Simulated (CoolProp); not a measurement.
Aqueous propylene glycol as a coolant, at 38 °C, 1 atm.

Model: Melinder's fits for secondary coolants, in CoolProp.

```json
[
 {"mass %": "1.3", "freezing point (°C)": "-0.3", "cp (kJ/(kg K))": "4.167", "density (kg/m³)": "994.2", "viscosity (mPa s)": "0.707", "conductivity (W/(m K))": "0.619"},
 {"mass %": "6.3", "freezing point (°C)": "-1.6", "cp (kJ/(kg K))": "4.127", "density (kg/m³)": "997.7", "viscosity (mPa s)": "0.828", "conductivity (W/(m K))": "0.588"},
 {"mass %": "11.3", "freezing point (°C)": "-3.4", "cp (kJ/(kg K))": "4.088", "density (kg/m³)": "1001", "viscosity (mPa s)": "0.956", "conductivity (W/(m K))": "0.559"},
 {"mass %": "16.3", "freezing point (°C)": "-5.4", "cp (kJ/(kg K))": "4.048", "density (kg/m³)": "1005", "viscosity (mPa s)": "1.10", "conductivity (W/(m K))": "0.531"},
 {"mass %": "21.2", "freezing point (°C)": "-7.8", "cp (kJ/(kg K))": "4.003", "density (kg/m³)": "1008", "viscosity (mPa s)": "1.27", "conductivity (W/(m K))": "0.504"},
 {"mass %": "26.2", "freezing point (°C)": "-10.5", "cp (kJ/(kg K))": "3.951", "density (kg/m³)": "1012", "viscosity (mPa s)": "1.48", "conductivity (W/(m K))": "0.478"},
 {"mass %": "31.2", "freezing point (°C)": "-13.6", "cp (kJ/(kg K))": "3.890", "density (kg/m³)": "1015", "viscosity (mPa s)": "1.72", "conductivity (W/(m K))": "0.453"},
 {"mass %": "36.2", "freezing point (°C)": "-17.3", "cp (kJ/(kg K))": "3.821", "density (kg/m³)": "1019", "viscosity (mPa s)": "2.02", "conductivity (W/(m K))": "0.429"},
 {"mass %": "41.1", "freezing point (°C)": "-21.6", "cp (kJ/(kg K))": "3.747", "density (kg/m³)": "1022", "viscosity (mPa s)": "2.36", "conductivity (W/(m K))": "0.407"},
 {"mass %": "46.1", "freezing point (°C)": "-27.1", "cp (kJ/(kg K))": "3.666", "density (kg/m³)": "1025", "viscosity (mPa s)": "2.76", "conductivity (W/(m K))": "0.385"}
]
```
